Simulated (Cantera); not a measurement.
Input: 1 mol Si, 4.9 mol Br₂, 23 mol H₂, at 200 °C and 3.20 mbar.

Equilibrium computed with Cantera from the NASA thermochemical tables; the gas is ideal and each condensed phase is pure. Candidate condensed phases: Br₂, Si; 19 gas species. The numbers say what is thermodynamically allowed, not how fast it happens.

Base state: H₂ 0.747, HBr 0.216, SiBr₄ 0.0372 (mole fractions); condensed: gas only.

Problem. What changes in the equilibrium state with this change: temperature from 200 °C to 1100 °C?

Solution. 
```
species   before     after
-------  -------  --------
H₂         0.747     0.687
HBr        0.216     0.274
SiBr₂      <1e-9    0.0345
SiBr₄     0.0372  0.000503
Br         <1e-9   0.00331
SiBr₃      <1e-9  0.000756
H          <1e-9   4.88e-5
SiHBr₃   3.57e-8   4.91e-5
```
The tables' values for SiBr₃ are old estimates; treat these amounts as uncertain.
